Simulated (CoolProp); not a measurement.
Fluorine along the isotherm 145.5 K: density (kg/m³) from the reference equation and from simpler models built on Tc = 144.4 K, pc = 5.240 MPa, ω = 0.045; each cubic takes its own stable root.

Computed with CoolProp (reference Helmholtz-energy equation of state, de Reuck 1990).

```tsv
p (MPa)	phase	reference	Redlich-Kwong	Peng-Robinson
1.09	gas	36.84	36.92	37.23
2.18	gas	80.69	80.91	82.36
3.27	gas	136.3	136.6	140.6
4.37	gas	218.2	218.0	227.6
5.46	supercritical	521.4	499.0	523.3
6.55	supercritical	862.1	757.4	833.9
7.64	supercritical	920.7	828.8	916.2
8.73	supercritical	958.7	876.9	971.4
9.82	supercritical	987.5	914.2	1014
10.9	supercritical	1011	944.7	1049
12	supercritical	1031	971.3	1079
13.1	supercritical	1049	994.6	1105
```
